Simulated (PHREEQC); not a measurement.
Solution (25 °C): 0.0062 mol HBr, 2.4e-05 mol CuSO4 and 0.0024 mol KCl per kg of water. Closed to the air; pH follows from the charge balance.

All values are PHREEQC results (ion-association model, wateq4f.dat), not measurements.

No solid was allowed to form.

Problem. Estimate the pH.

Solution. pH 2.25.

Problem. In which forms is S present?

Solution. SO4-2 70 %, HSO4- 29 %, KSO4- 0.8 % of the S.
